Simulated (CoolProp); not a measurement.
Properties of ethylene at several states.

Values from CoolProp's reference Helmholtz-energy equation of state, Smukala 2000.

```json
[
 {"T (°C)": "-25.85", "p (MPa)": "0.105", "phase": "gas", "Z": "0.9894", "speed of sound (m/s)": "303.8", "Joule-Thomson coefficient (K/MPa)": "16.20"},
 {"T (°C)": "-69.45", "p (MPa)": "28.2", "phase": "liquid", "Z": "0.8473", "speed of sound (m/s)": "1301", "Joule-Thomson coefficient (K/MPa)": "-0.4376"},
 {"T (°C)": "33.75", "p (MPa)": "5.09", "phase": "supercritical", "Z": "0.6732", "speed of sound (m/s)": "272.8", "Joule-Thomson coefficient (K/MPa)": "10.16"},
 {"T (°C)": "-127.55", "p (MPa)": "4.03", "phase": "liquid", "Z": "0.1547", "speed of sound (m/s)": "1508", "Joule-Thomson coefficient (K/MPa)": "-0.4740"}
]
```
